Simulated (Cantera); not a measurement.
Source: NASA polynomial tables (part measured, part estimated), evaluated in Cantera. Values are per mole of reaction as written; species without (g) are pure solids or liquids, kept so even where they would boil at 1 bar.

H2(g) + 2 CaO → 2 Ca + 2 OH(g)

```
T (K)  ΔH° (kJ)  ΔS° (J/K)  ΔG° (kJ)  log10 K
-----  --------  ---------  --------  -------
1375          ?          ?         ?        ?
1450          ?          ?         ?        ?
1525     1358.4      249.6     977.7   -33.49
1600     1358.1      249.5     959.0   -31.31
1675          ?          ?         ?        ?
1750          ?          ?         ?        ?
```

Task: What belongs in the gaps?

Result: 
- 1375, ΔH° (kJ): 1358.8
- 1375, ΔS° (J/K): 249.9
- 1375, ΔG° (kJ): 1015.1
- 1375, log10 K: -38.56
- 1450, ΔH° (kJ): 1358.6
- 1450, ΔS° (J/K): 249.8
- 1450, ΔG° (kJ): 996.4
- 1450, log10 K: -35.89
- 1675, ΔH° (kJ): 1357.8
- 1675, ΔS° (J/K): 249.3
- 1675, ΔG° (kJ): 940.3
- 1675, log10 K: -29.32
- 1750, ΔH° (kJ): 1357.5
- 1750, ΔS° (J/K): 249.1
- 1750, ΔG° (kJ): 921.6
- 1750, log10 K: -27.51
